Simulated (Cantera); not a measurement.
**Catalytic stagnation flow on Pt**

A jet of 2.54 % H2, 13.8 % O2, 83.7 % N2 at 300 K and 0.100 bar hits a platinum plate 7.1 cm away at a mass flux of 0.031 kg/m²/s; the plate temperature is set and raised in steps from an oxygen-covered start.

Cantera simulation using Deutschmann's 1995 Pt surface mechanism with GRI-Mech 3.0 gas chemistry; the numbers are that mechanism's predictions, not measurements. Catalytic surfaces can have several steady states; this one follows from the mechanism file's or the stated starting coverage.

```tsv
plate T (K)	wall x H2	wall x O2	wall x H2O	wall x OH	θ free Pt	θ O*	θ OH*
700	0.00203	0.113	0.0449	<1e-8	0.0406	0.957	0.00260
750	0.00153	0.112	0.0456	<1e-8	0.0571	0.941	0.00223
800	0.00103	0.112	0.0464	<1e-8	0.0900	0.908	0.00209
850	0.000706	0.112	0.0468	1.47e-8	0.137	0.861	0.00196
900	0.000523	0.111	0.0469	4.48e-8	0.194	0.804	0.00180
```
x: mole fraction at the wall; θ: surface coverage.
